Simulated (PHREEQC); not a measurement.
Dissolve 0.019 mol NiSO4, 0.0035 mol Na2SO4 and 0.12 mol FeSO4 per kg of water at 25 °C. Closed to the air; pH follows from the charge balance.

Computed with PHREEQC (ion-association model, wateq4f.dat).

pH: 5.86
ionic strength: 0.298 mol/kgw

| species | molality | activity | log γ |
|---|---|---|---|
| SO4-2 | 0.0751 | 0.0189 | -0.599 |
| Fe+2 | 0.0628 | 0.0182 | -0.537 |
| FeSO4 | 0.0572 | 0.0613 | 0.030 |
| Ni+2 | 0.00950 | 0.00275 | -0.538 |
| NiSO4 | 0.00947 | 0.0101 | 0.030 |
| Na+ | 0.00639 | 0.00463 | -0.140 |
| NaSO4- | 0.000608 | 0.000439 | -0.141 |
| Ni(SO4)2-2 | 3.55e-5 | 1.03e-5 | -0.538 |
| FeOH+ | 5.80e-6 | 4.14e-6 | -0.147 |
| HSO4- | 3.64e-6 | 2.55e-6 | -0.154 |
| H+ | 1.78e-6 | 1.39e-6 | -0.107 |
| FeHSO4+ | 7.63e-7 | 5.60e-7 | -0.135 |
| NiOH+ | 3.71e-7 | 2.72e-7 | -0.135 |
| OH- | 1.06e-8 | 7.18e-9 | -0.171 |

No solid was allowed to form.
